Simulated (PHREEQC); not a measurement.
# Polishing slurry liquid: speciation

Solution (30 °C): 0.0077 mol/kgw H2SO4, 0.0038 mol/kgw K2SO4 and 0.083 mol/kgw CuSO4. Closed to the air; pH follows from the charge balance.

Computed with PHREEQC (ion-association model, phreeqc.dat).

Precipitation was switched off in this run.

Question: Predict the pH, ionic strength.

Answer: pH 2.32; ionic strength 0.190 mol/kgw.

Question: In which forms is S present?

Answer: SO4-2 48 %, CuSO4 41 %, HSO4- 9.9 %, KSO4- 0.7 % of the S.
